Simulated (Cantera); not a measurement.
# Silicon nitride deposition: SiH4 + N2

Feed: 1 mol SiH4, 0.24 mol N2, held at 0.590 bar.

These are equilibrium values from Cantera (NASA tables, ideal gas, pure condensed phases), not measurements of a reactor. Candidate condensed phases: Si, Si3N4; 18 gas species. N2 is the only nitrogen source here; it is nearly inert below about 1500 K, so the nitride shown seldom forms there in practice. Mutual solubility and eutectic melting of coexisting phases are not modelled. The tables' values for SiN are old estimates; treat these amounts as uncertain. Gases not in the tables: Si2H6 and higher silanes. Kinetics and transport are ignored.

From 725 °C to 1325 °C the condensed part is Si(s) + Si3N4(s). From 1425 °C to 1625 °C the condensed part is Si(l) + Si3N4(s). From 1725 °C to 1825 °C the condensed part is Si(l). The main Si-bearing gas is SiH4 at 725 °C and Si at 1825 °C.

```csv
T (°C),x H2,x N2,x H,x Si,n Si(s),n Si3N4(s),n Si(l)
725,1.00,2.53e-11,2.80e-9,<1e-12,0.640,0.120,0
825,1.00,1.51e-9,3.22e-8,<1e-12,0.640,0.120,0
925,1.000,4.54e-8,2.47e-7,2.18e-12,0.640,0.120,0
1025,1.000,8.00e-7,1.40e-6,6.89e-11,0.640,0.120,0
1125,1.000,9.29e-6,6.16e-6,1.32e-9,0.640,0.120,0
1225,1.000,7.72e-5,2.24e-5,1.70e-8,0.640,0.120,0
1325,0.999,0.000490,6.93e-5,1.59e-7,0.641,0.120,0
1425,0.997,0.00255,0.000188,1.11e-6,0,0.117,0.648
1525,0.985,0.0144,0.000455,5.23e-6,0,0.105,0.684
1625,0.931,0.0678,0.000982,2.08e-5,0,0.0472,0.858
1725,0.891,0.107,0.00197,7.21e-5,0,0,1.000
1825,0.889,0.107,0.00378,0.000221,0,0,0.999
```
x: gas mole fraction; n: condensed amount in mol.
